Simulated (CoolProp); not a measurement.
Values from CoolProp's reference Helmholtz-energy equation of state, Guder 2009.

Task: For sulfur hexafluoride, give the phase and the cp (kJ/(kg K)), fugacity coefficient at 16.85 °C and 3620 kPa.

Result: 
- 16.85 °C and 3620 kPa: liquid; cp 1.10, fugacity coefficient 0.440
